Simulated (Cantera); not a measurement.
# Reactions in the system B-Cl-O

Source: NASA polynomial tables (part measured, part estimated), evaluated in Cantera. Values are per mole of reaction as written; species without (g) are pure solids or liquids, kept so even where they would boil at 1 bar. The tables' values for BOCl are old estimates.

2 B + 2 B2O3(g) + 3 Cl2(g) ⇌ 6 BOCl(g)

```tsv
T (K)	ΔH° (kJ)	ΔS° (J/K)	ΔG° (kJ)	log10 K	condensed phases
300	-225.8	176.2	-278.7	48.52	B(s)
1175	-228.3	175.4	-434.3	19.31	B(s)
1375	-230.2	173.8	-469.3	17.83	B(s)
1575	-232.5	172.3	-503.9	16.71	B(s)
1775	-235.2	170.7	-538.2	15.84	B(s)
1975	-238.4	169.0	-572.1	15.13	B(s)
2175	-242.0	167.2	-605.8	14.55	B(s)
2375	-346.6	122.7	-638.0	14.03	B(l)
```
